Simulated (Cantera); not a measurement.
Feed: 1 mol SiH2Cl2, 0.029 mol HCl, a varied amount of H2, held at 1398 K and 0.180 bar.

Equilibrium computed with Cantera from the NASA thermochemical tables; the gas is ideal and each condensed phase is pure. Candidate condensed phases: Si; 19 gas species. The numbers say what is thermodynamically allowed, not how fast it happens.

**Question.** What share of the Si ends up in condensed phases as a function of n(H2) (mol), at 9.7, 13, 17, 22, 29, 38, 50, 66, 87, 110, 150?

**Answer.** 
| n(H2) (mol) | Si condensed (%) | as |
|---|---|---|
| 9.7 | 57.4 | Si(s) |
| 13 | 61.5 | Si(s) |
| 17 | 65.5 | Si(s) |
| 22 | 69.6 | Si(s) |
| 29 | 73.9 | Si(s) |
| 38 | 78.0 | Si(s) |
| 50 | 81.8 | Si(s) |
| 66 | 85.3 | Si(s) |
| 87 | 88.2 | Si(s) |
| 110 | 90.3 | Si(s) |
| 150 | 92.6 | Si(s) |
